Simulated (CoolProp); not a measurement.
Saturation properties of acetone.

Values from CoolProp's reference Helmholtz-energy equation of state, Lemmon 2006. It is a short technical equation, of lower accuracy than the large ones.

| T (K) | p (MPa) | vapour density (kg/m³) | enthalpy of vaporisation (kJ/kg) | liquid cp (kJ/(kg K)) | surface tension (mN/m) |
|---|---|---|---|---|---|
| 300.2 | 0.03354 | 0.8020 | 532.1 | 2.148 | 22.4 |
| 309.4 | 0.04889 | 1.142 | 522.7 | 2.172 | 21.3 |
| 318.5 | 0.06922 | 1.584 | 513.1 | 2.197 | 20.2 |
| 327.6 | 0.09582 | 2.151 | … | 2.224 | 19.1 |
| 336.8 | 0.1304 | 2.879 | 493.0 | 2.254 | 17.9 |
| 345.9 | 0.1736 | … | 482.5 | 2.284 | 16.8 |
| 355.1 | … | 4.900 | 471.5 | 2.317 | … |
| 364.2 | 0.2939 | 6.256 | 460.3 | … | 14.7 |
| 373.3 | 0.3737 | 7.896 | 448.5 | 2.390 | 13.6 |
| 382.5 | 0.4704 | 9.891 | 436.1 | 2.431 | 12.5 |
| 391.6 | … | 12.25 | 423.2 | 2.475 | 11.5 |
| 400.8 | 0.7181 | 15.10 | 409.5 | 2.523 | 10.4 |
| 409.9 | 0.8731 | … | 395.2 | 2.577 | 9.40 |
| 419 | 1.052 | 22.42 | 379.9 | 2.636 | 8.40 |
| 428.2 | 1.260 | 27.19 | 363.4 | 2.704 | 7.40 |

Task: Some entries are withheld; supply them.

Result: 
- 327.6, enthalpy of vaporisation (kJ/kg): 503.2
- 345.9, vapour density (kg/m³): 3.778
- 355.1, p (MPa): 0.2280
- 355.1, surface tension (mN/m): 15.7
- 364.2, liquid cp (kJ/(kg K)): 2.353
- 391.6, p (MPa): 0.5836
- 409.9, vapour density (kg/m³): 18.44

It boils at 329.2 K under 1 atm.

Surface tension comes from a separate correlation (Mulero 2012).
